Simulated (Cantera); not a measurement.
Charge: 1 mol SiH4, 3.8 mol CO2, 0.21 mol H2, held at 0.0740 bar.

Equilibrium computed with Cantera from the NASA thermochemical tables; the gas is ideal and each condensed phase is pure. Candidate condensed phases: C, C6H6, C7H8, C8H18, H2O, Si, SiC, SiO2; 123 gas species. The tables hold silica as quartz up to 1696 K and as liquid above; real silica turns to tridymite and cristobalite and melts near 1996 K. Gases not in the tables: Si(OH)4. The numbers say what is thermodynamically allowed, not how fast it happens.

### Question
Which condensed phases are stable at each of these points (T (K)): 825, 900, 975, 1050, 1125, 1200, 1275?

### Answer
```json
[
 {"T (K)": "825", "condensed phases": "C(graphite) + SiO2(α-quartz)", "Si condensed (%)": "100.0"},
 {"T (K)": "900", "condensed phases": "SiO2(β-quartz)", "Si condensed (%)": "100.0"},
 {"T (K)": "975", "condensed phases": "SiO2(β-quartz)", "Si condensed (%)": "100.0"},
 {"T (K)": "1050", "condensed phases": "SiO2(β-quartz)", "Si condensed (%)": "100.0"},
 {"T (K)": "1125", "condensed phases": "SiO2(β-quartz)", "Si condensed (%)": "100.0"},
 {"T (K)": "1200", "condensed phases": "SiO2(β-quartz)", "Si condensed (%)": "100.0"},
 {"T (K)": "1275", "condensed phases": "SiO2(β-quartz)", "Si condensed (%)": "100.0"}
]
```

At 825 K the condensed part is C(graphite) + SiO2(α-quartz). From 900 K to 1275 K the condensed part is SiO2(β-quartz).
